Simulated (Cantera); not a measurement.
Feed: 1 mol CaO, 3.4 mol O2, 10 mol N2, at 1873 K and 1.00 bar.

Equilibrium computed with Cantera from the NASA thermochemical tables; the gas is ideal and each condensed phase is pure. Candidate condensed phases: Ca, CaO; 12 gas species. The numbers say what is thermodynamically allowed, not how fast it happens.

Base state: N2 0.743, O2 0.251, NO 0.00560, O 0.000118, NO2 1.33e-5 (mole fractions); condensed: CaO(s).

Question: What changes in the equilibrium state with this change: temperature from 1873 K to 1173 K?

Answer: 
| species | before | after |
|---|---|---|
| N2 | 0.743 | 0.746 |
| O2 | 0.251 | 0.254 |
| NO | 0.00560 | 0.000169 |
| O | 0.000118 | 7.04e-9 |
| NO2 | 1.33e-5 | 3.60e-6 |
| CaO(s), mol | 1.00 | 1.00 |

Question: What changes in the equilibrium state with this change: temperature from 1873 K to 1298 K?

Answer: 
| species | before | after |
|---|---|---|
| N2 | 0.743 | 0.746 |
| O2 | 0.251 | 0.254 |
| NO | 0.00560 | 0.000418 |
| O | 0.000118 | 8.59e-8 |
| NO2 | 1.33e-5 | 5.04e-6 |
| CaO(s), mol | 1.00 | 1.00 |
